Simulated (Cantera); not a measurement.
An isothermal plug-flow reactor at 723 K and 230000 Pa (inlet), inlet velocity 0.13 m/s, active area per volume 300 1/m; feed CO : O2 : N2 = 0.0045 : 0.096 : 0.79 (molar parts).

Computed with Cantera and Deutschmann's 1995 Pt surface mechanism with GRI-Mech 3.0 gas chemistry. Catalytic surfaces can have several steady states; this one follows from the mechanism file's or the stated starting coverage. Mass transfer to the wall is taken as infinitely fast.

x: gas mole fraction; θ: surface coverage.

```json
[
 {"z (m)": "0.00023", "x CO": "0.00485", "x O2": "0.108", "x H2O": "<1e-12", "x CO2": "0.000204", "θ free Pt": "0.0153", "θ O*": "0.983", "θ CO*": "0.00195"},
 {"z (m)": "0.00049", "x CO": "0.00466", "x O2": "0.108", "x H2O": "<1e-12", "x CO2": "0.000399", "θ free Pt": "0.0145", "θ O*": "0.984", "θ CO*": "0.00166"},
 {"z (m)": "0.001", "x CO": "0.00434", "x O2": "0.107", "x H2O": "<1e-12", "x CO2": "…", "θ free Pt": "…", "θ O*": "0.985", "θ CO*": "…"},
 {"z (m)": "0.0023", "x CO": "0.00376", "x O2": "0.107", "x H2O": "<1e-12", "x CO2": "0.00130", "θ free Pt": "0.0118", "θ O*": "0.987", "θ CO*": "0.000891"},
 {"z (m)": "0.0049", "x CO": "0.00300", "x O2": "0.107", "x H2O": "<1e-12", "x CO2": "0.00206", "θ free Pt": "0.0104", "θ O*": "0.989", "θ CO*": "0.000555"},
 {"z (m)": "0.01", "x CO": "…", "x O2": "0.106", "x H2O": "<1e-12", "x CO2": "…", "θ free Pt": "…", "θ O*": "0.990", "θ CO*": "…"},
 {"z (m)": "0.023", "x CO": "0.00104", "x O2": "0.106", "x H2O": "<1e-12", "x CO2": "0.00402", "θ free Pt": "0.00837", "θ O*": "0.992", "θ CO*": "0.000123"}
]
```

Problem. What belongs in the gaps?

Solution. 
- 0.001, x CO2: 0.000713
- 0.001, θ free Pt: 0.0133
- 0.001, θ CO*: 0.00132
- 0.01, x CO: 0.00212
- 0.01, x CO2: 0.00294
- 0.01, θ free Pt: 0.00933
- 0.01, θ CO*: 0.000312
